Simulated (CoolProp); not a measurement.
Values from CoolProp's reference Helmholtz-energy equation of state, Gao 2022.

For n-perfluorobutane, give the phase and the density (kg/m³), cp (kJ/(kg K)), cv (kJ/(kg K)), fugacity coefficient at 163.05 °C and 3.75 MPa; 163.05 °C and 5.62 MPa.


- 163.05 °C and 3.75 MPa: supercritical; density 423, cp 1.36, cv 0.982, fugacity coefficient 0.684
- 163.05 °C and 5.62 MPa: supercritical; density 760, cp 1.42, cv 0.987, fugacity coefficient 0.562
